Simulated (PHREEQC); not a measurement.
Solution (80 °C): 160 mmol/kgw KH2PO4 and 3 mmol/kgw K2HPO4. Closed to the air; pH follows from the charge balance.

Model: ion-association model, wateq4f.dat, run in PHREEQC.

Problem. The ionic strength comes out as 0.169 mol/kgw. What activity coefficients do H2PO4-, HPO4-2, H+, K+, KHPO4- get?

Solution. H2PO4- 0.73, HPO4-2 0.28, H+ 0.79, K+ 0.70, KHPO4- 0.73.

No solid was allowed to form. Species that the database lacks are ignored. H3PO4, which wateq4f.dat lacks, is added to it with the constant of phreeqc.dat. Away from 25 °C the constants follow the database's enthalpies or fits; those with neither stay at their 25 °C values.
